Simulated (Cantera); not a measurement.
# Silicon epitaxy and polysilicon growth: SiH₄ + HCl + H₂

A closed system holds: 1 mol SiH₄, 3.5 mol HCl, a varied amount of H₂, held at 1173.15 K and 30.0 Torr.

These are equilibrium values from Cantera (NASA tables, ideal gas, pure condensed phases), not measurements of a reactor. Candidate condensed phases: Si; 19 gas species. The tables' values for SiCl₃ are old estimates; treat these amounts as uncertain. The numbers say what is thermodynamically allowed, not how fast it happens.

```tsv
n(H₂) (mol)	x H₂	x HCl	x SiCl₄	x SiCl₂	x SiHCl₃	x SiCl₃	x SiH₂Cl₂	n Si(s)
17	0.912	0.0559	0.0149	0.00779	0.00568	0.00344	0.000277	0.293
26	0.931	0.0489	0.00842	0.00585	0.00374	0.00224	0.000212	0.364
40	0.947	0.0414	0.00420	0.00413	0.00224	0.00133	0.000152	0.456
62	0.960	0.0337	0.00178	0.00269	0.00118	0.000697	0.000101	0.566
94	0.970	0.0265	0.000664	0.00164	0.000567	0.000333	6.21e-5	0.675
140	0.978	0.0201	0.000217	0.000938	0.000246	0.000144	3.58e-5	0.770
220	0.985	0.0140	5.03e-5	0.000452	8.26e-5	4.80e-5	1.74e-5	0.853
340	0.990	0.00953	1.07e-5	0.000209	2.60e-5	1.51e-5	8.06e-6	0.907
520	0.993	0.00642	2.19e-6	9.43e-5	7.91e-6	4.58e-6	3.65e-6	0.941
800	0.996	0.00425	4.18e-7	4.12e-5	2.29e-6	1.32e-6	1.60e-6	0.962
```
x: gas mole fraction; n: condensed amount in mol.

From 17 mol H₂ to 800 mol H₂ the condensed part is Si(s). The main Si-bearing gas is SiCl₄ at 17 mol H₂ and SiCl₂ at 800 mol H₂. The share of Si in condensed phases is highest at 800 mol H₂ (96.2 %) and lowest at 17 mol H₂ (29.3 %).
